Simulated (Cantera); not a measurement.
An adiabatic, constant-volume homogeneous reactor starts with 13.7 % CH₄, 9.70 % CO, 16.1 % O₂, 60.5 % N₂, at 1798 K and 3.90 bar.

Cantera simulation using GRI-Mech 3.0 (53 species, 325 reactions); the numbers are that mechanism's predictions, not measurements. Above 3000 K some thermodynamic fits are extrapolated.

### Question
Predict: time of steepest temperature rise; temperature at 3.00 s; equilibrium temperature; x(CO) at 3.00 s; x(O₂) at 3.00 s; x(CO₂) at 3.00 s; x(H₂) at 3.00 s.

### Answer
| Property | Value |
|---|---|
| time of steepest temperature rise | 41.0 µs |
| temperature at 3.00 s | 3046 K |
| equilibrium temperature | 3046 K |
| x(CO) at 3.00 s | 0.178 (gas-phase equilibrium 0.178) |
| x(O₂) at 3.00 s | 0.000520 (gas-phase equilibrium 0.000520) |
| x(CO₂) at 3.00 s | 0.0283 (gas-phase equilibrium 0.0283) |
| x(H₂) at 3.00 s | 0.103 (gas-phase equilibrium 0.103) |
